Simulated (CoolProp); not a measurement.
Vapour-liquid equilibrium of trans-2-butene (1) + acetone (2) at 239 K; x and y are mole fractions of (1).

Values from CoolProp's multi-fluid Helmholtz-energy mixture model, Lemmon 2005 and Lemmon 2006; pair parameters Bell 2016.

| x | bubble pressure (bar) | y at the bubble point | dew pressure at overall composition x (bar) | liquid density (mol/L) |
|---|---|---|---|---|
| 0.05 | 0.05628 | 0.810 | 0.01175 | 14.44 |
| 0.15 | 0.1208 | 0.918 | 0.01312 | 14.10 |
| 0.25 | 0.1577 | 0.941 | 0.01485 | 13.77 |
| 0.35 | 0.1761 | 0.950 | 0.01710 | 13.45 |
| 0.45 | 0.1838 | 0.953 | 0.02016 | 13.16 |
| 0.55 | 0.1863 | 0.954 | 0.02454 | 12.87 |
| 0.65 | 0.1877 | 0.955 | 0.03135 | 12.61 |
| 0.75 | 0.1905 | 0.958 | 0.04339 | 12.36 |
| 0.85 | 0.1963 | 0.965 | 0.07033 | 12.14 |
| 0.95 | 0.2058 | 0.983 | 0.1769 | 11.93 |

No azeotrope shows between x = 0.05 and 0.95.

The pair parameters rest on a limited set of measurements; away from them the model extrapolates. With so large a gap from Raoult's law the liquid may split in two, which this calculation doesn't test in full.
